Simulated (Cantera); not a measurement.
Input: 1 mol V, 1.3 mol N2O, at 1177 °C.

Method: chemical equilibrium by Gibbs-energy minimisation in Cantera with the NASA 1993 tables (ideal gas, pure condensed phases). Candidate condensed phases: V, VN, VO, V2O3, V2O4, V2O5; 13 gas species. Mutual solubility and eutectic melting of coexisting phases are not modelled. VN, VO: taken at fixed stoichiometry. Condensed phases not in the tables: the oxides between V2O3 and V2O5 other than VO2, solid solutions among these carbides, nitrides and lower oxides, V2N. Kinetics and transport are ignored.

x: gas mole fraction; n: condensed amount in mol.

```
P (Pa)    x N2  x VO2      x VO       x V      x NO       x O  n VO(s)  n V2O3(s)  n VN(s)
-------  -----  -----  --------  --------  --------  --------  -------  ---------  -------
0.100    1.000    [?]   1.22e-5   6.38e-8   6.06e-9   5.21e-9    0.400      0.300        0
1.50     1.000    [?]   8.13e-7   4.26e-9   1.56e-9  3.47e-10    0.400      0.300        0
22        1.00    [?]   5.54e-8  2.90e-10  4.08e-10  2.37e-11    0.400      0.300        0
320       1.00    [?]   3.81e-9  1.99e-11  1.07e-10  1.63e-12    0.400      0.300        0
4600      1.00    [?]  2.24e-10    <1e-12  3.96e-11    <1e-12        0      0.433    0.133
68000     1.00    [?]  9.66e-12    <1e-12  2.53e-11    <1e-12        0      0.433    0.133
1000000   1.00    [?]    <1e-12    <1e-12  1.62e-11    <1e-12        0      0.433    0.133
```

Question: What belongs in the gaps?

Answer: 
- 0.100, x VO2: 8.97e-5
- 1.50, x VO2: 5.98e-6
- 22, x VO2: 4.08e-7
- 320, x VO2: 2.80e-8
- 4600, x VO2: 2.31e-9
- 68000, x VO2: 2.45e-10
- 1000000, x VO2: 2.61e-11
